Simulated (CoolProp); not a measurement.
Vapour-liquid equilibrium of R143a (1) + dimethyl ether (2) at 94.3 kPa; x and y are mole fractions of (1).

Computed with CoolProp (multi-fluid Helmholtz-energy mixture model, Lemmon and Jacobsen 2000 and Wu 2011; pair parameters Bell 2016).

| x | bubble temperature (K) | y at the bubble point | dew temperature at overall composition x (K) | liquid density (mol/L) |
|---|---|---|---|---|
| 0.05 | 244.5 | 0.137 | 245.9 | 15.92 |
| 0.15 | 240.7 | 0.344 | 244.3 | 15.72 |
| 0.25 | 237.6 | 0.493 | 242.5 | 15.52 |
| 0.35 | 235.1 | 0.605 | 240.6 | 15.30 |
| 0.45 | 232.9 | 0.694 | 238.6 | 15.09 |
| 0.55 | 231.0 | 0.767 | 236.4 | 14.87 |
| 0.65 | 229.3 | 0.829 | 234.0 | 14.66 |
| 0.75 | 227.8 | 0.884 | 231.5 | 14.44 |
| 0.85 | 226.4 | 0.933 | 228.7 | 14.23 |
| 0.95 | 225.0 | 0.978 | 225.9 | 14.03 |

No azeotrope shows between x = 0.05 and 0.95.

The pair parameters rest on a limited set of measurements; away from them the model extrapolates.
